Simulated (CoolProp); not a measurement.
Saturated liquid density (kg/m³) of CH3F (R41): the reference equation beside estimates from Tc = 317.3 K, pc = 5.906 MPa, ω = 0.200. Rackett uses Z = 0.29056 − 0.08775 ω.

The numbers come from the reference Helmholtz-energy equation of state, Lemmon 2006 in CoolProp. It is a short technical equation, of lower accuracy than the large ones.

```csv
T (K),reference,Rackett,Soave-Redlich-Kwong
208.9,850.9,725.5,674.9
216.3,834.4,___,661.0
223.8,817.0,697.4,646.1
231.2,799.1,682.7,630.5
238.6,780.5,667.4,___
246,761.0,651.4,596.1
253.5,___,___,576.7
260.9,718.4,616.6,556.1
```

Q: Some entries are withheld; supply them.

A: 
- 216.3, Rackett: 711.8
- 238.6, Soave-Redlich-Kwong: 613.8
- 253.5, reference: 740.2
- 253.5, Rackett: 634.4

Absolute difference from the reference over all 8 rows, mean and median: Rackett 14.5 and 14.5 %, Soave-Redlich-Kwong 21.4 and 21.2 %.
